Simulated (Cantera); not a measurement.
Feed: 1 mol Si3N4, a varied amount of F2, 0.34 mol N2, at 875 °C and 0.173 Torr.

Method: chemical equilibrium by Gibbs-energy minimisation in Cantera with the NASA 1993 tables (ideal gas, pure condensed phases). Candidate condensed phases: Si, Si3N4; 16 gas species. The tables' values for SiF3, SiF2 are old estimates; treat these amounts as uncertain. The numbers say what is thermodynamically allowed, not how fast it happens.

log p: log10 of the partial pressure in bar; n: condensed amount in mol.

```
n(F2) (mol)     log p F  log p SiF4    log p N2  log p SiF3    log p F2  log p SiF2  n Si3N4(s)
-----------  ----------  ----------  ----------  ----------  ----------  ----------  ----------
1.4                <-15       -3.97       -3.91       -6.08        <-15       -8.07       0.766
1.8                <-15       -3.95       -3.93       -6.06        <-15       -8.06       0.699
2.3                <-15       -3.93       -3.95       -6.04        <-15       -8.04       0.616
3                  <-15       -3.92       -3.96       -6.03        <-15       -8.03       0.499
3.8                <-15       -3.91       -3.98       -6.02        <-15       -8.02  (withheld)
4.9                <-15       -3.90       -3.99       -6.01        <-15       -8.01       0.182
6.4          (withheld)  (withheld)  (withheld)        <-15  (withheld)        <-15           0
8.2               -3.98       -4.15       -4.26        <-15       -7.06        <-15           0
11                -3.82       -4.35       -4.45        <-15       -6.75        <-15           0
14                -3.76       -4.49       -4.60        <-15       -6.62        <-15           0
```

Question: Some entries are withheld; supply them.

Answer: 
- 3.8, n Si3N4(s): 0.365
- 6.4, log p F: -4.52
- 6.4, log p SiF4: -3.95
- 6.4, log p N2: -4.06
- 6.4, log p F2: -8.14
